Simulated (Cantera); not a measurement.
## Transport properties of process gases

Gas mixture: N₂O = 0.2 (molar parts), at 0.413 Torr, frozen composition.

Cantera's kinetic-theory transport with the Lennard-Jones parameters of GRI-Mech 3.0, ideal gas; thermal conductivity in the multicomponent form. The composition is frozen, though it would react at the higher temperatures.

| T (K) | ρ (kg/m³) | cp (J/kg/K) | μ (µPa s) | λ (mW/m/K) | Pr | D (cm²/s) C₂H₂ | D (cm²/s) OH | D (cm²/s) CO₂ |
|---|---|---|---|---|---|---|---|---|
| 400 | 0.000728 | 970.3 | 19.5 | 25.3 | 0.746 | 387 | 757 | 354 |
| 550 | 0.000529 | 1073 | 25.5 | 36.7 | 0.745 | 694 | 1320 | 637 |
| 700 | 0.000416 | 1150 | 30.8 | 47.7 | 0.743 | 1070 | 2000 | 982 |
| 850 | 0.000343 | 1210 | 35.6 | 58.1 | 0.741 | 1500 | 2780 | 1380 |
| 1000 | 0.000291 | 1255 | 40.0 | 67.9 | 0.740 | 1980 | 3650 | 1830 |
| 1150 | 0.000253 | 1285 | 44.1 | 76.8 | 0.738 | 2520 | 4610 | 2330 |
| 1300 | 0.000224 | 1311 | 48.0 | 85.5 | 0.737 | 3100 | 5660 | 2870 |
D: mixture-averaged diffusion coefficient of that species in the mixture.
